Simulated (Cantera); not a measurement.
**Hydrocarbon pyrolysis for carbon deposition**

An isothermal, constant-pressure homogeneous reactor starts with 1.06 % C₂H₆, 98.9 % H₂, at 1800 K and 0.0825 Torr.

Cantera simulation using GRI-Mech 3.0 (53 species, 325 reactions); the numbers are that mechanism's predictions, not measurements. GRI-Mech 3.0 stops at C3 and has no aromatics, soot or wall deposition, so with more carbon than oxygen in the feed, carbon stays in small species such as C2H2 where larger ones or solid carbon would form. Radical loss at walls, strong at low pressure, is not modelled.

```
t (s)       x C₂H₆   x H₂     x CH₃       x H     x CH₄    x C₂H₄     x CH₂
--------  --------  -----  --------  --------  --------  --------  --------
3.00e-5     0.0106  0.989   3.90e-5   1.44e-7   1.27e-7  1.31e-10    <1e-12
0.000115    0.0106  0.989  0.000147   1.89e-6   1.84e-6   2.18e-9  3.00e-11
0.000438    0.0104  0.989  0.000538   2.57e-5   2.61e-5   6.84e-8   1.69e-9
0.00168    0.00956  0.988   0.00173  0.000318  0.000340   6.02e-6   9.82e-8
0.00641    0.00646  0.983   0.00373   0.00269   0.00329  0.000356   3.62e-6
0.0245    0.000403  0.973   0.00325   0.00846    0.0133   0.00141   1.83e-5
0.0936     9.57e-7  0.972   0.00253   0.00859    0.0143  0.000373   1.56e-5
0.358      7.97e-7  0.974   0.00218   0.00788    0.0134   8.94e-5   1.30e-5
1.37       4.99e-7  0.976   0.00154   0.00660    0.0113   5.32e-5   8.54e-6
5.23       2.06e-7  0.980  0.000862   0.00527   0.00798   2.13e-5   4.32e-6
20.0       5.32e-8  0.982  0.000420   0.00489   0.00420   5.70e-6   2.14e-6
```
x: mole fraction; the columns are a selection and need not sum to one.

Equilibrium at this temperature and pressure: C₂H₆ <1e-12, H₂ 0.956, CH₃ 4.25e-7, H 0.0336, CH₄ 6.00e-7, C₂H₄ 2.50e-8, CH₂ 1.68e-8 (gas phase only).
